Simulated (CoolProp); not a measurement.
Diethyl ether along the isobar 4560 kPa: Z from the reference equation and from simpler models built on Tc = 467.9 K, pc = 3717 kPa, ω = 0.282; each cubic takes its own stable root.

The numbers come from the reference Helmholtz-energy equation of state, Thol 2014 in CoolProp.

```json
[
 {"T (K)": "466.9", "phase": "liquid", "reference": "0.2085"},
 {"T (K)": "472.7", "phase": "supercritical", "reference": "0.2247"},
 {"T (K)": "478.5", "phase": "supercritical", "reference": "0.2631"},
 {"T (K)": "484.3", "phase": "supercritical", "reference": "0.3611"},
 {"T (K)": "490.1", "phase": "supercritical", "reference": "0.4444"},
 {"T (K)": "495.9", "phase": "supercritical", "reference": "0.4999"},
 {"T (K)": "501.7", "phase": "supercritical", "reference": "0.5421"},
 {"T (K)": "507.4", "phase": "supercritical", "reference": "0.5760"},
 {"T (K)": "513.2", "phase": "supercritical", "reference": "0.6053"},
 {"T (K)": "519", "phase": "supercritical", "reference": "0.6307"},
 {"T (K)": "524.8", "phase": "supercritical", "reference": "0.6533"},
 {"T (K)": "530.6", "phase": "supercritical", "reference": "0.6735"},
 {"T (K)": "536.4", "phase": "supercritical", "reference": "0.6918"},
 {"T (K)": "542.2", "phase": "supercritical", "reference": "0.7085"},
 {"T (K)": "548", "phase": "supercritical", "reference": "0.7238"}
]
```

Task: How far does each simpler model (van der Waals, Redlich-Kwong, Soave-Redlich-Kwong, Peng-Robinson) lie from the reference over these 15 states: mean and median of the absolute difference, and the worst?

Result: 
- van der Waals: mean 12.7 %, median 5.7 %, worst +47.8 % at 466.9 K and 4560 kPa
- Redlich-Kwong: mean 6.1 %, median 2.6 %, worst +23.4 % at 466.9 K and 4560 kPa
- Soave-Redlich-Kwong: mean 9.2 %, median 5.3 %, worst +24.8 % at 472.7 K and 4560 kPa
- Peng-Robinson: mean 3.5 %, median 0.8 %, worst +14.3 % at 478.5 K and 4560 kPa
